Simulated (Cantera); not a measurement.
A perfectly stirred reactor is fed with N2O : H2 : N2 = 1 : 0.0021 : 4.9 (molar parts), at 180000 Pa; it is held at 1075 K, and followed from long to short residence time.

Detailed kinetics in Cantera: GRI-Mech 3.0 (53 species, 325 reactions). GRI-Mech 3.0 was tuned for natural gas; its chemistry of N2O as a main component is partial and can be far from experiment. The mechanism lacks the step 2 NO + O2 → 2 NO2, which can matter for NO2 below about 1400 K. The temperature is held fixed by assumption; the heat of reaction is taken as removed at once.

| quantity | before | after |
|---|---|---|
| x(N2O) at τ = 8.80 s | 0.109 | 0.131 |
| x(H2) at τ = 8.80 s | 2.69e-6 | 4.64e-6 |
| x(OH) at τ = 8.80 s | 4.17e-7 | 5.51e-7 |
| x(NO) at τ = 8.80 s | 0.00249 | 0.00189 |
| x(HO2) at τ = 8.80 s | 3.07e-9 | 3.23e-9 |
| x(N2O) at τ = 41.0 ms | 0.169 | 0.169 |
| x(H2) at τ = 41.0 ms | 0.000141 | 0.000209 |
| x(OH) at τ = 41.0 ms | 1.10e-6 | 1.15e-6 |
| x(NO) at τ = 41.0 ms | 2.56e-5 | 1.22e-5 |
| x(HO2) at τ = 41.0 ms | 2.19e-7 | 3.15e-7 |

Question: What was changed between the two runs?
A) temperature 1075 to 1600 K
B) temperature 1075 to 1275 K
C) pressure from 180000 Pa to 79000 Pa
D) temperature 1075 to 1123 K

Answer: C, pressure from 180000 Pa to 79000 Pa
